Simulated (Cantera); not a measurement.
Feed: 1 mol Si3N4, 0.069 mol N2O, 3.6 mol N2, 2.6 mol H2O, held at 950 °C and 0.000210 bar.

Cantera equilibrium calculation (NASA polynomials, part measured and part estimated; ideal gas, pure solids and liquids). Candidate condensed phases: H2O, Si, SiO2, Si2N2O, Si3N4; 35 gas species. Mutual solubility and eutectic melting of coexisting phases are not modelled. The tables hold silica as quartz up to 1696 K and as liquid above; real silica turns to tridymite and cristobalite and melts near 1996 K. Kinetics and transport are ignored.

### Question
What is the equilibrium state?

### Answer
```
Quantity                              Value
--------------------------------  ---------
x(N2)                                 0.637
x(H2)                                 0.363
x(SiO)                              2.19e-5
x(H)                                1.25e-5
x(H2O)                              6.89e-6
n(SiO2(β-quartz))                 0.779 mol
n(Si2N2O(s))                       1.11 mol
gas amount                        7.159 mol
log10 activity of Si(s) (absent)      -4.70
```
